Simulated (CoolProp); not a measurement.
The numbers come from the reference Helmholtz-energy equation of state, Bücker 2006 in CoolProp.

**Question.** For isobutane, give the phase and the Z, cp (kJ/(kg K)), Joule-Thomson coefficient (K/MPa), isothermal compressibility (1/MPa) at 144.5 K and 5530 kPa; 337.5 K and 3580 kPa.

**Answer.** 
- 144.5 K and 5530 kPa: liquid; Z 0.375, cp 1.78, Joule-Thomson coefficient -0.638, isothermal compressibility 0.000637
- 337.5 K and 3580 kPa: liquid; Z 0.147, cp 2.67, Joule-Thomson coefficient -0.0213, isothermal compressibility 0.00674
